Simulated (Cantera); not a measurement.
Charge: 1 mol Si, 1.2 mol HCl, 0.78 mol H₂, held at 552 °C and 18000 Torr.

Method: chemical equilibrium by Gibbs-energy minimisation in Cantera with the NASA 1993 tables (ideal gas, pure condensed phases). Candidate condensed phases: Si; 19 gas species. The tables' values for SiCl₃ are old estimates; treat these amounts as uncertain. Rates play no part.

Base state: H₂ 0.780, SiHCl₃ 0.115, SiCl₄ 0.0924, SiH₂Cl₂ 0.0120, HCl 0.000777, SiH₃Cl 0.000295, SiCl₃ 3.00e-5 (mole fractions); condensed: Si(s).

**Question.** What changes in the equilibrium state with this change: temperature from 552 °C to 1150 °C?

**Answer.** 
```tsv
species	before	after
H₂	0.780	0.742
SiHCl₃	0.115	0.0838
SiCl₄	0.0924	0.0787
HCl	0.000777	0.0541
SiCl₂	8.57e-7	0.0119
SiCl₃	3.00e-5	0.0154
SiH₂Cl₂	0.0120	0.0136
SiH₄	3.32e-6	1.23e-5
SiH₃Cl	0.000295	0.000638
Si(s), mol	0.644	0.659
```
Gases not in the tables: Si₂H₆ and higher silanes.

**Question.** What changes in the equilibrium state with this change: pressure from 18000 Torr to 1 atm?

**Answer.** 
```json
[
 {"species": "H₂", "before": "0.780", "after": "0.798"},
 {"species": "SiCl₄", "before": "0.0924", "after": "0.129"},
 {"species": "SiHCl₃", "before": "0.115", "after": "0.0676"},
 {"species": "SiH₂Cl₂", "before": "0.0120", "after": "0.00299"},
 {"species": "SiH₃Cl", "before": "0.000295", "after": "3.09e-5"},
 {"species": "SiCl₃", "before": "3.00e-5", "after": "8.49e-5"},
 {"species": "Si(s), mol", "before": "0.644", "after": "0.670"}
]
```
